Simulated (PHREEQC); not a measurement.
# Alkaline etch or developer: speciation

Dissolve 0.00059 mol NH3, 0.0092 mol H3BO3 and 0.018 mol (CH3)4NCl per kg of water at 20 °C. Closed to the air; pH follows from the charge balance.

All values are PHREEQC results (ion-association model, phreeqc.dat), not measurements.

Precipitation was switched off in this run.

Q: What pH does the model give?

A: pH 8.04.

Q: In which forms is B present?

A: H3BO3 94 %, H2BO3- 6.2 % of the B.

(CH3)4N+ isn't in the database: it is added as a free cation with an ion size of 4 Å.
